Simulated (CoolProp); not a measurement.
A closed Brayton cycle with carbon dioxide: compressor inlet 330.15 K and 9.5 MPa, high pressure 30.6 MPa, turbine inlet 795 K, compressor efficiency 0.8, turbine efficiency 0.9, recuperator effectiveness 0.8 (on enthalpy, no pinch check). Each further row changes one setting.

Values from CoolProp's reference Helmholtz-energy equation of state, Span 1996.

```csv
case,thermal efficiency (%),net work (kJ/kg),compressor to turbine work,compressor exit (K),turbine exit (K)
as stated,27.9,79.8,0.45,425.7,658.2
turbine inlet 745 K,26.1,68.9,0.49,425.7,613.1
compressor inlet 340.15 K,26.2,71.0,0.51,445.7,658.2
high pressure 26 MPa,27.0,72.8,0.42,411.9,676.7
recuperator effectiveness 0.5,21.8,79.8,0.45,425.7,658.2
```
